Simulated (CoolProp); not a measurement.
Vapour-liquid equilibrium of CHF3 (R23) (1) + R13 (2) at 185.2 K; x and y are mole fractions of (1).

Model: multi-fluid Helmholtz-energy mixture model, Penoncello 2003 and Platzer 1990; pair parameters Bell 2016, in CoolProp. This equation is an older, rougher fit; its heat capacities, sound speeds and derivatives of the liquid may be far off and weren't checked against measurements.

Task: Give the bubble pressure and the first vapour's composition at x = 0.275, 0.425, 0.8. Is there an azeotrope?

Result: x = 0.275: 0.09700 MPa, y = 0.411; x = 0.425: 0.09982 MPa, y = 0.478; x = 0.8: 0.09435 MPa, y = 0.644. y crosses x between x = 0.5 and 0.575: the model has an azeotrope there.

Pair parameters are fitted to limited data, so mixtures are less certain than the pure fluids.
